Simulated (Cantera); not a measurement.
**Hydrocarbon pyrolysis for carbon deposition**

An isothermal, constant-pressure homogeneous reactor starts with C₂H₆ : N₂ : H₂O = 1 : 26 : 0.17 (molar parts), at 1850 K and 75.0 Torr.

Detailed kinetics in Cantera: GRI-Mech 3.0 (53 species, 325 reactions). GRI-Mech 3.0 stops at C3 and has no aromatics, soot or wall deposition, so with more carbon than oxygen in the feed, carbon stays in small species such as C2H2 where larger ones or solid carbon would form.

```csv
t (s),x C₂H₆,x C₂H₄,x C₂H,x H,x C₂H₂
2.00e-6,0.0358,1.96e-6,<1e-12,4.30e-6,3.23e-10
1.00e-5,0.0319,0.000218,1.10e-11,0.000136,2.97e-7
5.02e-5,0.0109,0.0106,1.10e-6,0.00141,0.00130
0.000252,7.19e-5,0.00613,6.41e-6,0.00127,0.0226
0.00126,5.70e-6,0.000475,2.75e-6,0.000494,0.0304
0.00632,1.23e-6,7.09e-5,1.69e-6,0.000307,0.0318
0.0317,2.98e-7,1.88e-5,1.84e-6,0.000345,0.0329
0.159,4.61e-8,5.99e-6,2.21e-6,0.000439,0.0328
0.796,9.25e-9,4.32e-6,2.09e-6,0.000465,0.0314
3.99,6.63e-11,3.95e-6,2.07e-6,0.000474,0.0311
20.0,2.09e-11,3.94e-6,2.07e-6,0.000475,0.0310
```
x: mole fraction; the columns are a selection and need not sum to one.

Equilibrium at this temperature and pressure: C₂H₆ 6.67e-12, C₂H₄ 8.69e-7, C₂H 4.56e-7, H 0.000475, C₂H₂ 0.00684 (gas phase only).
